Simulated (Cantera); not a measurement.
Input: 1 mol Si, 0.12 mol O2, 5.7 mol N2, equilibrated at 1227 °C and 0.710 Pa.

These are equilibrium values from Cantera (NASA tables, ideal gas, pure condensed phases), not measurements of a reactor. Candidate condensed phases: Si, SiO2, Si2N2O, Si3N4; 16 gas species. The numbers say what is thermodynamically allowed, not how fast it happens.

Task: What is the equilibrium state?

Result: 
```
Property       Result
----------  ---------
x(N2)           0.958
x(SiO)         0.0403
x(Si)         0.00148
x(Si2N)       7.46e-6
x(SiN)        4.97e-6
x(Si2)        1.90e-6
n(Si(s))    0.751 mol
gas amount  5.949 mol
```
